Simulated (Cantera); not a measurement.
Charge: 1 mol SiHCl3, 0.3 mol C2H2, 1400 mol H2, at 27.0 mbar.

Cantera equilibrium calculation (NASA polynomials, part measured and part estimated; ideal gas, pure solids and liquids). Candidate condensed phases: C, C6H6, C7H8, C8H18, Si, SiC; 109 gas species. Mutual solubility and eutectic melting of coexisting phases are not modelled. Gases not in the tables: Si2H6 and higher silanes. Rates play no part.

Which condensed phases are stable at each of these points (T (K)): 1525, 1600, 1675, 1750, 1825, 1900, 1975, 2050, 2125?


```csv
T (K),condensed phases,Si condensed (%)
1525,Si(s) + SiC(s),97.5
1600,Si(s) + SiC(s),96.4
1675,Si(s) + SiC(s),93.1
1750,Si(l) + SiC(s),85.0
1825,Si(l) + SiC(s),63.8
1900,SiC(s),58.6
1975,SiC(s),50.1
2050,SiC(s),13.4
2125,gas only,0.0
```

From 1525 K to 1675 K the condensed part is Si(s) + SiC(s). From 1750 K to 1825 K the condensed part is Si(l) + SiC(s). From 1900 K to 2050 K the condensed part is SiC(s). At 2125 K nothing is condensed.
